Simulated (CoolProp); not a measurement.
Vapour pressure (bar) of c-C4F8 (RC318): the reference equation beside estimates from Tc = 115.2 °C, pc = 27.78 bar, ω = 0.355.

Computed with CoolProp (reference Helmholtz-energy equation of state, Platzer 1990). This equation is an older, rougher fit; its heat capacities, sound speeds and derivatives of the liquid may be far off and weren't checked against measurements.

```
T (°C)  reference  Redlich-Kwong  Peng-Robinson
------  ---------  -------------  -------------
-22.35     0.4875          1.183         0.4934
-15.65     0.6666          1.510         0.6710
-8.95      0.8943          1.899         0.8964
-2.25       1.179          2.357          1.178
4.45        1.530          2.890          1.525
11.15       1.957          3.504          1.946
17.85       2.470          4.205          2.454
24.65       3.090          5.013          3.068
31.35       3.810          5.909          3.782
38.05       4.649          6.910          4.618
44.75       5.620          8.022          5.587
51.45       6.736          9.251          6.704
58.15       8.009          10.60          7.983
64.85       9.454          12.08          9.438
71.55       11.09          13.69          11.09
```

Absolute difference from the reference over all 15 rows, mean and median: Redlich-Kwong 69.9 and 62.2 %, Peng-Robinson 0.5 and 0.6 %.
